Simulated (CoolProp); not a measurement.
Vapour-liquid equilibrium of fluoroethane (R161) (1) + R1234yf (2) at -51.35 °C; x and y are mole fractions of (1).

The numbers come from the multi-fluid Helmholtz-energy mixture model, Wu 2012 and Lemmon 2022; pair parameters Bell 2016 in CoolProp.

```json
[
 {"x": "0.05", "bubble pressure (MPa)": "0.03583", "y at the bubble point": "0.082", "dew pressure at overall composition x (MPa)": "0.03534", "liquid density (mol/L)": "11.80"},
 {"x": "0.2", "bubble pressure (MPa)": "0.03932", "y at the bubble point": "0.291", "dew pressure at overall composition x (MPa)": "0.03774", "liquid density (mol/L)": "12.46"},
 {"x": "0.35", "bubble pressure (MPa)": "0.04242", "y at the bubble point": "0.459", "dew pressure at overall composition x (MPa)": "0.04038", "liquid density (mol/L)": "13.19"},
 {"x": "0.5", "bubble pressure (MPa)": "0.04511", "y at the bubble point": "0.599", "dew pressure at overall composition x (MPa)": "0.04320", "liquid density (mol/L)": "13.99"},
 {"x": "0.65", "bubble pressure (MPa)": "0.04742", "y at the bubble point": "0.723", "dew pressure at overall composition x (MPa)": "0.04607", "liquid density (mol/L)": "14.88"},
 {"x": "0.8", "bubble pressure (MPa)": "0.04936", "y at the bubble point": "0.840", "dew pressure at overall composition x (MPa)": "0.04872", "liquid density (mol/L)": "15.88"},
 {"x": "0.95", "bubble pressure (MPa)": "0.05093", "y at the bubble point": "0.959", "dew pressure at overall composition x (MPa)": "0.05083", "liquid density (mol/L)": "17.01"}
]
```

No azeotrope shows between x = 0.05 and 0.95.

Pair parameters are fitted to limited data, so mixtures are less certain than the pure fluids.
